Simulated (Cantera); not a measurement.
**Low-pressure radical oxidation in H2/O2**

An isothermal, constant-pressure homogeneous reactor starts with H2 : O2 = 0.13 : 1 (molar parts), equivalence ratio 0.065, at 1000 K and 3800 Pa.

Model: the H2/O2 subset of GRI-Mech 3.0, which has no nitrogen chemistry, integrated in Cantera. Radical loss at walls, strong at low pressure, is not modelled. The temperature is held fixed by assumption; the heat of reaction is taken as removed at once.

```tsv
t (s)	x H2	x O2	x OH	x H2O	x H2O2
0.000400	0.115	0.885	6.50e-9	3.36e-8	1.03e-12
0.00133	0.109	0.881	0.000820	0.00476	8.59e-8
0.00443	0.00140	0.873	0.00124	0.119	9.79e-7
0.0147	0.000117	0.878	0.000234	0.122	4.97e-7
0.0490	1.23e-5	0.878	7.50e-5	0.122	2.08e-7
0.163	1.06e-6	0.878	2.87e-5	0.122	7.27e-8
0.543	8.83e-8	0.878	1.25e-5	0.122	2.37e-8
1.81	1.40e-8	0.878	6.01e-6	0.122	7.78e-9
6.01	3.29e-9	0.878	3.08e-6	0.122	2.54e-9
20.0	8.73e-10	0.878	1.62e-6	0.122	8.10e-10
```
x: mole fraction; the columns are a selection and need not sum to one.

Equilibrium at this temperature and pressure: H2 5.88e-11, O2 0.878, OH 4.13e-7, H2O 0.122, H2O2 6.28e-11 (gas phase only).
